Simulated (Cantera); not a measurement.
# Ammonia decomposition in nitride growth gas

An isothermal, constant-pressure homogeneous reactor starts with 69.4 % NH3, 30.6 % N2, at 2400 K and 10.00 Torr.

Model: the gas-phase N/H chemistry of the illustrative SiF4/NH3 mechanism in the Surface Chemkin manual (1991), integrated in Cantera. Walls and surfaces, which speed up NH3 decomposition in real reactors, are not modelled.

```
t (s)       x NH3    x NH2      x N    x N2H4      x NH
--------  -------  -------  -------  --------  --------
0.000400    0.690  0.00280  9.46e-8   3.31e-9   2.15e-5
0.00124     0.680  0.00656  7.72e-7   1.82e-8   8.42e-5
0.00383     0.639  0.00681  3.64e-6   1.96e-8  0.000131
0.0119      0.530  0.00519  9.39e-6   1.14e-8  0.000158
0.0367      0.314  0.00327  1.49e-5   4.52e-9  0.000156
0.114      0.0842  0.00126  1.67e-5  6.67e-10  0.000104
0.352     0.00185  9.34e-5  1.61e-5  3.68e-12   2.81e-5
1.09      8.68e-7  2.61e-7  1.61e-6    <1e-12   4.72e-7
3.37      4.18e-8  2.47e-8  5.87e-7    <1e-12   8.74e-8
10.4      3.65e-8  2.24e-8  5.81e-7    <1e-12   8.29e-8
32.3      3.65e-8  2.24e-8  5.81e-7    <1e-12   8.29e-8
100       3.65e-8  2.24e-8  5.81e-7    <1e-12   8.29e-8
```
x: mole fraction; the columns are a selection and need not sum to one.

Equilibrium at this temperature and pressure: NH3 3.65e-8, NH2 2.24e-8, N 5.81e-7, N2H4 <1e-12, NH 8.29e-8 (gas phase only).
